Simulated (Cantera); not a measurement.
Feed: 1 mol (CH3)2SiCl2, 1.5 mol C2H4, 2.7 mol H2, held at 998 K and 1100 Pa.

Method: chemical equilibrium by Gibbs-energy minimisation in Cantera with the NASA 1993 tables (ideal gas, pure condensed phases). Candidate condensed phases: C, C6H6, C7H8, C8H18, Si, SiC; 109 gas species. The feed counts by its element totals alone. The tables' values for SiCl3 are old estimates; treat these amounts as uncertain. The numbers say what is thermodynamically allowed, not how fast it happens.

Base state: H2 0.835, HCl 0.149, SiCl4 0.0147, CH4 0.000749, SiHCl3 0.000573, SiCl3 0.000101, SiCl2 1.71e-5 (mole fractions); condensed: C(graphite) + SiC(s).

Problem. What changes in the equilibrium state with this change: temperature from 998 K to 1775 K?

Solution. 
```
species            before     after
----------------  -------  --------
H2                  0.835     0.795
HCl                 0.149     0.198
SiCl2             1.71e-5   0.00340
SiCl4              0.0147   9.99e-7
Cl                3.11e-9  0.000472
H                 1.87e-8   0.00246
C(graphite), mol     4.14      4.03
SiC(s), mol         0.853     0.966
```
The tables' values for SiCl3, SiCl are old estimates; treat these amounts as uncertain.

Problem. What changes in the equilibrium state with this change: pressure from 1100 Pa to 13300 Pa?

Solution. 
```
species             before    after
----------------  --------  -------
H2                   0.835    0.865
HCl                  0.149   0.0954
SiCl4               0.0147   0.0283
CH4               0.000749  0.00972
SiH2Cl2            2.40e-6  1.20e-5
SiHCl3            0.000573  0.00178
SiCl2              1.71e-5  6.83e-6
SiCl3             0.000101  8.88e-5
C(graphite), mol      4.14     4.19
SiC(s), mol          0.853    0.718
```

Problem. What changes in the equilibrium state with this change: pressure from 1100 Pa to 2100 Pa?

Solution. 
```
species             before     after
----------------  --------  --------
H2                   0.835     0.845
HCl                  0.149     0.134
SiCl4               0.0147    0.0183
CH4               0.000749   0.00146
SiHCl3            0.000573  0.000800
C(graphite), mol      4.14      4.17
SiC(s), mol          0.853     0.817
```
